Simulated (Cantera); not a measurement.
Charge: 1 mol MgCO3, 1.1 mol SO3, 0.39 mol CO2, held at 1123.15 K and 0.980 bar.

Method: chemical equilibrium by Gibbs-energy minimisation in Cantera with the NASA 1993 tables (ideal gas, pure condensed phases). Candidate condensed phases: C, Mg, MgCO3, MgO, MgS, MgSO4, S; 26 gas species. Kinetics and transport are ignored.

Base state: CO2 0.905, SO2 0.0600, O2 0.0300, SO3 0.00514 (mole fractions); condensed: MgSO4(s).

Q: What changes in the equilibrium state with this change: SO3 from 1.1 to 2.2 mol?

A: 
```
species         before   after
-------------  -------  ------
CO2              0.905   0.450
SO2             0.0600   0.324
O2              0.0300   0.162
SO3            0.00514  0.0645
MgSO4(s), mol     1.00    1.00
```

Q: What changes in the equilibrium state with this change: SO3 from 1.1 to 0.84 mol?

A: 
| species | before | after |
|---|---|---|
| CO2 | 0.905 | 0.990 |
| SO2 | 0.0600 | 0.00684 |
| O2 | 0.0300 | 0.00342 |
| SO3 | 0.00514 | 0.000198 |
| MgSO4(s), mol | 1.00 | 0.830 |
| MgO(s), mol | 0 | 0.170 |
Mutual solubility and eutectic melting of coexisting phases are not modelled.

Q: What changes in the equilibrium state with this change: MgCO3 replaced by FeS2?

A: 
| species | before | after |
|---|---|---|
| SO2 | 0.0600 | 0.726 |
| CO2 | 0.905 | 0.171 |
| S2 | <1e-9 | 0.0931 |
| O2 | 0.0300 | <1e-9 |
| S2O | <1e-9 | 0.00791 |
| COS | <1e-9 | 0.000353 |
| SO | <1e-9 | 0.000155 |
| MgSO4(s), mol | 1.00 | 0 |
| FeS(s), mol | 0 | 1.00 |
FeS: taken at fixed stoichiometry. Gases not in the tables: S3 to S7. Further candidate phases: Fe, Fe(CO)5, FeO, FeS, FeSO4, FeS2, Fe2O3, Fe2(SO4)3, Fe3O4.
